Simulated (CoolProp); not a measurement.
R365MFC along the isobar 126 bar: density (kg/m³) from the reference equation and from simpler models built on Tc = 460.0 K, pc = 32.66 bar, ω = 0.377; each cubic takes its own stable root.

The numbers come from the reference Helmholtz-energy equation of state, Lemmon 2016 in CoolProp.

```csv
T (K),phase,reference
406.3,liquid,1062
413.5,liquid,1045
420.7,liquid,1028
427.9,liquid,1010
435.1,liquid,992.0
442.3,liquid,973.4
449.6,liquid,954.0
456.8,liquid,934.3
464,supercritical,914.2
471.2,supercritical,893.4
478.4,supercritical,872.1
485.6,supercritical,850.3
492.8,supercritical,827.8
500,supercritical,804.8
```

Question: How far does each simpler model (Redlich-Kwong, Peng-Robinson) lie from the reference over these 14 states: mean and median of the absolute difference, and the worst?

Answer: 
- Redlich-Kwong: mean 8.2 %, median 8.5 %, worst -9.4 % at 406.3 K and 126 bar
- Peng-Robinson: mean 2.4 %, median 2.5 %, worst +4.7 % at 406.3 K and 126 bar
